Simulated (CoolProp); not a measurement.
Vapour-liquid equilibrium of acetone (1) + p-xylene (2) at 0.38 MPa; x and y are mole fractions of (1).

The numbers come from the multi-fluid Helmholtz-energy mixture model, Lemmon 2006 and Zhou 2012; pair parameters Bell 2016 in CoolProp.

Problem. Give the bubble temperature and the first vapour's composition at x = 0.35, 0.65, 0.8. Is there an azeotrope?

Solution. x = 0.35: 404.9 K, y = 0.821; x = 0.65: 387.6 K, y = 0.927; x = 0.8: 381.4 K, y = 0.960. No azeotrope shows between x = 0.05 and 0.95.

The pair parameters rest on a limited set of measurements; away from them the model extrapolates.
